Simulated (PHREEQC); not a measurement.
Solution (25 °C): 0.0026 mol HF, 0.11 mol NaF, 0.0025 mol (NH4)2SiF6 and 0.046 mol H2SO4 per kg of water. Closed to the air; pH follows from the charge balance.

All values are PHREEQC results (ion-association model, phreeqc.dat), not measurements.

Each row changes one thing in this solution. Precipitation was switched off in this run.

```json
[
 {"case": "as made", "pH": "2.44", "ionic strength (mol/kgw)": "0.149", "Na+ (mol/kgw)": "0.103", "HF (mol/kgw)": "0.0788", "SO4-2 (mol/kgw)": "0.0345", "F- (mol/kgw)": "0.0207", "SI of Quartz (SiO2)": "-8.59"},
 {"case": "temperature from 25 to 40 °C", "pH": "[?]", "ionic strength (mol/kgw)": "0.148", "Na+ (mol/kgw)": "0.103", "HF (mol/kgw)": "0.0789", "SO4-2 (mol/kgw)": "0.0338", "F- (mol/kgw)": "0.0199", "SI of Quartz (SiO2)": "-7.72"},
 {"case": "temperature from 25 to 65 °C", "pH": "2.74", "ionic strength (mol/kgw)": "0.145", "Na+ (mol/kgw)": "0.103", "HF (mol/kgw)": "0.0793", "SO4-2 (mol/kgw)": "0.0327", "F- (mol/kgw)": "0.0193", "SI of Quartz (SiO2)": "-6.32"},
 {"case": "0.008 mol/kgw TMAH added", "pH": "2.57", "ionic strength (mol/kgw)": "0.157", "Na+ (mol/kgw)": "0.103", "HF (mol/kgw)": "0.0723", "SO4-2 (mol/kgw)": "0.0356", "F- (mol/kgw)": "0.0255", "SI of Quartz (SiO2)": "-8.62"},
 {"case": "temperature from 25 to 45 °C", "pH": "2.58", "ionic strength (mol/kgw)": "0.147", "Na+ (mol/kgw)": "0.103", "HF (mol/kgw)": "0.0790", "SO4-2 (mol/kgw)": "0.0336", "F- (mol/kgw)": "0.0197", "SI of Quartz (SiO2)": "-7.43"},
 {"case": "diluted 100-fold with water", "pH": "3.31", "ionic strength (mol/kgw)": "0.00210", "Na+ (mol/kgw)": "0.00110", "HF (mol/kgw)": "0.000518", "SO4-2 (mol/kgw)": "0.000440", "F- (mol/kgw)": "0.000752", "SI of Quartz (SiO2)": "-0.63"},
 {"case": "0.025 mol/kgw NH4HF2 added", "pH": "2.57", "ionic strength (mol/kgw)": "0.170", "Na+ (mol/kgw)": "0.103", "HF (mol/kgw)": "0.0992", "SO4-2 (mol/kgw)": "0.0336", "F- (mol/kgw)": "0.0355", "SI of Quartz (SiO2)": "-9.47"},
 {"case": "0.031 mol/kgw HCl added", "pH": "1.98", "ionic strength (mol/kgw)": "0.153", "Na+ (mol/kgw)": "0.105", "HF (mol/kgw)": "0.0970", "SO4-2 (mol/kgw)": "[?]", "F- (mol/kgw)": "0.00877", "SI of Quartz (SiO2)": "-8.21"},
 {"case": "diluted 10-fold with water", "pH": "2.83", "ionic strength (mol/kgw)": "0.0173", "Na+ (mol/kgw)": "0.0109", "HF (mol/kgw)": "0.00729", "SO4-2 (mol/kgw)": "0.00405", "F- (mol/kgw)": "[?]", "SI of Quartz (SiO2)": "-3.81"}
]
```

Problem. What belongs in the gaps?

Solution. 
- temperature from 25 to 40 °C, pH: 2.54
- 0.031 mol/kgw HCl added, SO4-2 (mol/kgw): 0.0284
- diluted 10-fold with water, F- (mol/kgw): 0.00374

Species that the database lacks are ignored. (CH3)4N+ isn't in the database: it is added as a free cation with an ion size of 4 Å. At this temperature some constants are extrapolated from 25 °C, and those without enthalpy data are left unchanged. SiF6-2 is the database's only silicon fluoride.
